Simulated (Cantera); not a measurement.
**Stirred combustor or abatement burner**

A perfectly stirred reactor is fed with CO : H2 : CH4 : O2 : N2 : H2O = 1 : 0.4 : 0.16 : 0.785 : 2.95 : 0.11 (molar parts), equivalence ratio 1.3, at 1.00 bar; it is adiabatic with a 373 K inlet, and is followed from long to short residence time, starting on the burning branch (τ in s: 0.42, 0.17, 0.067, 0.027, 0.011, 0.0043, 0.0017, 0.00068, 0.00027, 0.00011, 4.3e-05, 1.7e-05).

Cantera simulation using GRI-Mech 3.0 (53 species, 325 reactions); the numbers are that mechanism's predictions, not measurements.

```csv
τ (s),T (K),x CO,x H2,x CH4,x CH3,x NO
0.42,2306,0.0829,0.0147,4.11e-7,2.87e-7,0.000700
0.17,2300,0.0832,0.0148,8.35e-7,5.89e-7,0.000687
0.067,2286,0.0839,0.0150,1.57e-6,1.10e-6,0.000645
0.027,2263,0.0852,0.0155,2.73e-6,1.86e-6,0.000554
0.011,2225,0.0874,0.0162,4.67e-6,2.95e-6,0.000414
0.0043,2164,0.0908,0.0175,8.42e-6,4.74e-6,0.000259
0.0017,2080,0.0949,0.0192,1.60e-5,7.69e-6,0.000148
0.00068,1974,0.0992,0.0211,3.27e-5,1.29e-5,8.72e-5
0.00027,1847,0.104,0.0229,7.57e-5,2.30e-5,5.33e-5
0.00011,1704,0.112,0.0238,0.000206,4.41e-5,2.96e-5
4.3e-5,1498,0.142,0.0249,0.00106,0.000116,7.51e-6
1.7e-5,373,0.185,0.0740,0.0296,<1e-12,<1e-12
```
x: mole fraction; the columns are a selection and need not sum to one.
